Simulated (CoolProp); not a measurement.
Vapour-liquid equilibrium of n-heptane (1) + n-dodecane (2) at 387.7 K; x and y are mole fractions of (1).

Values from CoolProp's multi-fluid Helmholtz-energy mixture model, Span 2003 and Lemmon 2004; pair parameters Bell 2016.

Task: Give the bubble pressure and the first vapour's composition at x = 0.2, 0.275, 0.725. Is there an azeotrope?

Result: x = 0.2: 0.3321 bar, y = 0.903; x = 0.275: 0.4499 bar, y = 0.934; x = 0.725: 1.156 bar, y = 0.989. No azeotrope shows between x = 0.05 and 0.95.

Pair parameters are fitted to limited data, so mixtures are less certain than the pure fluids.
